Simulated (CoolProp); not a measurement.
Properties of CHF3 (R23) along the isotherm 30.75 °C.

Computed with CoolProp (reference Helmholtz-energy equation of state, Penoncello 2003).

| p (MPa) | phase | density (kg/m³) | cv (kJ/(kg K)) | Joule-Thomson coefficient (K/MPa) | isothermal compressibility (1/MPa) | viscosity (µPa s) |
|---|---|---|---|---|---|---|
| 1.34 | gas | 41.33 | 0.6599 | 12.30 | 0.8367 | 15.4 |
| 2.68 | gas | 95.27 | 0.7176 | 12.50 | 0.4990 | 16.0 |
| 4.03 | gas | 178.7 | 0.8105 | 12.38 | 0.4695 | 17.7 |
| 5.37 | supercritical | 515.0 | 0.9898 | 7.844 | 1.764 | 31.8 |
| 6.71 | supercritical | 809.0 | 0.8410 | 2.348 | 0.08258 | 57.9 |
| 8.05 | supercritical | 873.4 | 0.8143 | 1.507 | 0.04142 | 66.5 |
| 9.4 | supercritical | 914.1 | 0.8012 | 1.103 | 0.02792 | 72.6 |
| 10.7 | supercritical | 943.5 | 0.7936 | 0.8620 | 0.02138 | 77.5 |
| 12.1 | supercritical | 969.1 | 0.7882 | 0.6827 | 0.01714 | 82.1 |

Viscosity comes from a separate model (Shan 2000).
